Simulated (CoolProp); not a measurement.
Ammonia at 298.15 K and 0.317 MPa is throttled through a valve to 0.114 MPa with no heat exchange. Each further row changes one setting.

The numbers come from the reference Helmholtz-energy equation of state, Gao 2020 in CoolProp.

```csv
case,temperature change (K),final density (kg/m³)
as stated,___,___
outlet pressure 0.0342 MPa,___,___
outlet pressure 0.148 MPa,-4.9,___
```

Q: Some entries are withheld; supply them.

A: 
- as stated, temperature change (K): -5.9
- as stated, final density (kg/m³): 0.809
- outlet pressure 0.0342 MPa, temperature change (K): -8.4
- outlet pressure 0.0342 MPa, final density (kg/m³): 0.243
- outlet pressure 0.148 MPa, final density (kg/m³): 1.05
